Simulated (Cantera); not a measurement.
## Thermodynamics of thermal oxidation and active oxidation of silicon, feed Si + H₂O + H₂

Feed: 1 mol Si, 0.0028 mol H₂O, 3.3 mol H₂, held at 16.5 Torr.

Equilibrium computed with Cantera from the NASA thermochemical tables; the gas is ideal and each condensed phase is pure. Candidate condensed phases: H₂O, Si, SiO₂; 18 gas species. Gases not in the tables: Si₂H₆ and higher silanes. Kinetics and transport are ignored.

```tsv
T (K)	x H₂	x H	x Si	x SiH	x SiO	n Si(l)
1923	0.992	0.00633	0.000771	9.32e-5	0.000844	0.994
1973	0.988	0.00904	0.00143	0.000153	0.000842	0.992
2023	0.983	0.0127	0.00259	0.000245	0.000839	0.987
2073	0.977	0.0175	0.00453	0.000382	0.000836	0.980
2123	0.967	0.0238	0.00773	0.000582	0.000830	0.968
2173	0.953	0.0318	0.0129	0.000869	0.000822	0.948
2223	0.935	0.0418	0.0209	0.00127	0.000811	0.916
```
x: gas mole fraction; n: condensed amount in mol.

From 1923 K to 2223 K the condensed part is Si(l). The main Si-bearing gas is SiO at 1923 K and Si at 2223 K. The share of Si in condensed phases is highest at 1923 K (99.4 %) and lowest at 2223 K (91.6 %).
